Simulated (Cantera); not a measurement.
An adiabatic, constant-volume homogeneous reactor starts with 5.26 % CH4, 0.221 % H2, 18.3 % O2, 68.9 % N2, 7.36 % CO2, equivalence ratio 0.58, at 1500 K and 670000 Pa.

Model: GRI-Mech 3.0 (53 species, 325 reactions), integrated in Cantera.

Task: Predict: time of steepest temperature rise; temperature at 7.00 s; equilibrium temperature; x(H2) at 7.00 s; x(O2) at 7.00 s; x(CO) at 7.00 s; x(NO2) at 7.00 s.

Result: 
| Item | Result |
|---|---|
| time of steepest temperature rise | 0.190 ms |
| temperature at 7.00 s | 2628 K |
| equilibrium temperature | 2628 K |
| x(H2) at 7.00 s | 0.00119 (gas-phase equilibrium 0.00119) |
| x(O2) at 7.00 s | 0.0704 (gas-phase equilibrium 0.0704) |
| x(CO) at 7.00 s | 0.00900 (gas-phase equilibrium 0.00900) |
| x(NO2) at 7.00 s | 2.39e-5 (gas-phase equilibrium 2.39e-5) |
